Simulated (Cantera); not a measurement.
An isothermal, constant-pressure homogeneous reactor starts with 4.00 % C₃H₈, 96.0 % H₂, at 1275 K and 0.110 bar.

Detailed kinetics in Cantera: GRI-Mech 3.0 (53 species, 325 reactions). GRI-Mech 3.0 was tuned for natural gas; its chemistry of propane as a main component is partial and can be far from experiment. GRI-Mech 3.0 stops at C3 and has no aromatics, soot or wall deposition, so with more carbon than oxygen in the feed, carbon stays in small species such as C2H2 where larger ones or solid carbon would form.

x: mole fraction; the columns are a selection and need not sum to one.

```json
[
 {"t (s)": "5.00e-6", "x C₃H₈": "0.0400", "x H₂": "0.960", "x CH₂": "<1e-12", "x C₂H₆": "1.56e-7", "x H": "___", "x CH₃": "4.03e-6"},
 {"t (s)": "3.50e-5", "x C₃H₈": "0.0399", "x H₂": "0.960", "x CH₂": "1.14e-10", "x C₂H₆": "4.61e-6", "x H": "___", "x CH₃": "3.76e-5"},
 {"t (s)": "0.000245", "x C₃H₈": "0.0378", "x H₂": "0.958", "x CH₂": "1.28e-8", "x C₂H₆": "6.13e-5", "x H": "___", "x CH₃": "0.000289"},
 {"t (s)": "0.00171", "x C₃H₈": "0.0116", "x H₂": "0.934", "x CH₂": "2.21e-8", "x C₂H₆": "0.000496", "x H": "___", "x CH₃": "0.000286"},
 {"t (s)": "0.0120", "x C₃H₈": "0.000110", "x H₂": "0.923", "x CH₂": "4.00e-10", "x C₂H₆": "0.000255", "x H": "___", "x CH₃": "2.34e-5"},
 {"t (s)": "0.0836", "x C₃H₈": "2.13e-7", "x H₂": "0.923", "x CH₂": "5.27e-11", "x C₂H₆": "0.000189", "x H": "___", "x CH₃": "8.23e-6"},
 {"t (s)": "0.585", "x C₃H₈": "8.61e-8", "x H₂": "0.923", "x CH₂": "3.78e-11", "x C₂H₆": "0.000114", "x H": "___", "x CH₃": "7.07e-6"},
 {"t (s)": "4.09", "x C₃H₈": "3.50e-8", "x H₂": "0.922", "x CH₂": "2.30e-11", "x C₂H₆": "5.78e-5", "x H": "___", "x CH₃": "5.72e-6"},
 {"t (s)": "28.6", "x C₃H₈": "2.96e-8", "x H₂": "0.915", "x CH₂": "1.93e-11", "x C₂H₆": "4.80e-5", "x H": "___", "x CH₃": "5.93e-6"},
 {"t (s)": "200", "x C₃H₈": "1.38e-8", "x H₂": "0.899", "x CH₂": "1.06e-11", "x C₂H₆": "2.60e-5", "x H": "___", "x CH₃": "5.47e-6"}
]
```

Some entries are withheld; supply them.


- 5.00e-6, x H: 7.10e-7
- 3.50e-5, x H: 8.16e-6
- 0.000245, x H: 5.38e-5
- 0.00171, x H: 0.000122
- 0.0120, x H: 2.71e-5
- 0.0836, x H: 9.76e-6
- 0.585, x H: 8.24e-6
- 4.09, x H: 6.25e-6
- 28.6, x H: 5.04e-6
- 200, x H: 2.97e-6
